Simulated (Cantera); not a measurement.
## Equilibrium for abatement and gas-phase synthesis: N2O + H2O + O2

A closed system holds: 1 mol N2O, a varied amount of H2O, 0.064 mol O2, at 1400 K and 17.0 bar.

Cantera equilibrium calculation (NASA polynomials, part measured and part estimated; ideal gas, pure solids and liquids). Candidate condensed phases: H2O; 24 gas species. Kinetics and transport are ignored.

```tsv
n(H2O) (mol)	x H2O	x N2	x O2	x NO	x OH	x NO2	x HNO2
0.31	0.165	0.533	0.301	0.000713	2.13e-5	2.62e-5	5.52e-7
0.51	0.246	0.482	0.272	0.000644	2.54e-5	2.25e-5	5.92e-7
0.83	0.347	0.417	0.235	0.000558	2.90e-5	1.82e-5	5.88e-7
1.4	0.472	0.337	0.190	0.000451	3.21e-5	1.32e-5	5.25e-7
2.3	0.595	0.259	0.146	0.000346	3.38e-5	8.86e-6	4.23e-7
3.7	0.703	0.190	0.107	0.000254	3.40e-5	5.57e-6	3.13e-7
6.1	0.796	0.130	0.0735	0.000174	3.29e-5	3.17e-6	2.08e-7
10	0.865	0.0864	0.0487	0.000116	3.09e-5	1.71e-6	1.30e-7
```
x: gas mole fraction; nothing condenses.

From 0.31 mol H2O to 10 mol H2O nothing is condensed.
